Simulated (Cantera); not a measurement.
A perfectly stirred reactor is fed with CH₄ : H₂ : O₂ : N₂ = 1 : 0.76 : 1.59 : 5.97 (molar parts), equivalence ratio 1.5, at 6680 Torr; it is adiabatic with a 625 K inlet, and is followed from long to short residence time, starting on the burning branch (τ in s: 0.17, 0.073, 0.031, 0.013, 0.0055, 0.0024, 0.001, 0.00042, 0.00018, 7.6e-05, 3.2e-05, 1.4e-05).

Model: GRI-Mech 3.0 (53 species, 325 reactions), integrated in Cantera.

Task: What does this change do: pressure from 6680 Torr to 3230 Torr?

Result: 
```csv
quantity,before,after
"blow-out, bracketed by the residence times tried","burning at 76.0 µs, out at 32.0 µs","burning at 76.0 µs, out at 32.0 µs"
x(CH₄) at τ = 0.170 s,4.99e-5,4.67e-5
x(H₂) at τ = 0.170 s,0.0891,0.0890
x(O₂) at τ = 0.170 s,9.68e-6,1.49e-5
x(CH₂) at τ = 0.170 s,6.11e-8,1.23e-7
x(C₂H₄) at τ = 0.170 s,6.42e-9,7.49e-9
x(CH₄) at τ = 1.00 ms,0.00248,0.00175
x(H₂) at τ = 1.00 ms,0.0803,0.0827
x(O₂) at τ = 1.00 ms,0.00109,0.00132
x(CH₂) at τ = 1.00 ms,6.06e-6,1.14e-5
x(C₂H₄) at τ = 1.00 ms,2.26e-5,1.87e-5
```

Task: What does this change do: CH4 1 to 1.4 parts?

Result: 
```tsv
quantity	before	after
blow-out, bracketed by the residence times tried	burning at 76.0 µs, out at 32.0 µs	burning at 0.420 ms, out at 0.180 ms
x(CH₄) at τ = 0.170 s	4.99e-5	0.00463
x(H₂) at τ = 0.170 s	0.0891	0.166
x(O₂) at τ = 0.170 s	9.68e-6	5.62e-5
x(CH₂) at τ = 0.170 s	6.11e-8	6.66e-8
x(C₂H₄) at τ = 0.170 s	6.42e-9	4.59e-5
x(CH₄) at τ = 1.00 ms	0.00248	0.0212
x(H₂) at τ = 1.00 ms	0.0803	0.104
x(O₂) at τ = 1.00 ms	0.00109	0.00463
x(CH₂) at τ = 1.00 ms	6.06e-6	2.73e-6
x(C₂H₄) at τ = 1.00 ms	2.26e-5	0.000583
```
